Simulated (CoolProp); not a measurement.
Saturated liquid density (kg/m³) of vinyl chloride: the reference equation beside estimates from Tc = 425.0 K, pc = 5600 kPa, ω = 0.160. Rackett uses Z = 0.29056 − 0.08775 ω.

The numbers come from the reference Helmholtz-energy equation of state, Thol 2022 in CoolProp.

```csv
T (K),reference,Rackett,van der Waals,Peng-Robinson
278.2,936.2,925.1,586.8,988.2
287.8,918.6,908.4,576.4,969.2
297.4,900.7,…,565.5,…
306.9,882.5,873.7,554.2,…
316.5,863.6,855.2,…,905.0
326.1,844.0,836.0,529.8,…
335.6,823.9,816.1,516.8,854.7
345.2,802.5,794.9,502.8,826.5
354.8,779.9,772.4,487.9,…
```

Task: What belongs in the gaps?

Result: 
- 297.4, Rackett: 891.2
- 297.4, Peng-Robinson: 949.0
- 306.9, Peng-Robinson: 927.8
- 316.5, van der Waals: 542.3
- 326.1, Peng-Robinson: 880.6
- 354.8, Peng-Robinson: 795.9

Absolute difference from the reference over all 9 rows, mean and median: Rackett 1.0 and 1.0 %, van der Waals 37.3 and 37.3 %, Peng-Robinson 4.4 and 4.8 %.
